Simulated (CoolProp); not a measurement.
Vapour-liquid equilibrium of R113 (1) + benzene (2) at 319.5 K; x and y are mole fractions of (1).

Model: multi-fluid Helmholtz-energy mixture model, Marx 1992 and Thol 2012; pair parameters Bell 2016, in CoolProp.

```
x     bubble pressure (MPa)  y at the bubble point  dew pressure at overall composition x (MPa)  liquid density (mol/L)
----  ---------------------  ---------------------  -------------------------------------------  ----------------------
0.05                    ___                  0.227                                          ___                   10.71
0.2                     ___                  0.521                                          ___                   10.19
0.35                0.06566                  0.653                                      0.04443                   9.715
0.5                 0.07403                  0.742                                      0.05339                   9.279
0.65                    ___                  0.818                                      0.06541                   8.879
0.8                 0.08829                  0.893                                      0.07966                     ___
0.95                0.09503                  0.972                                      0.09322                   8.172
```

**Question.** Some entries are withheld; supply them.

**Answer.** 
- 0.05, bubble pressure (MPa): 0.03887
- 0.05, dew pressure at overall composition x (MPa): 0.03284
- 0.2, bubble pressure (MPa): 0.05490
- 0.2, dew pressure at overall composition x (MPa): 0.03782
- 0.65, bubble pressure (MPa): 0.08137
- 0.8, liquid density (mol/L): 8.511

No azeotrope shows between x = 0.05 and 0.95.

Pair parameters are fitted to limited data, so mixtures are less certain than the pure fluids.
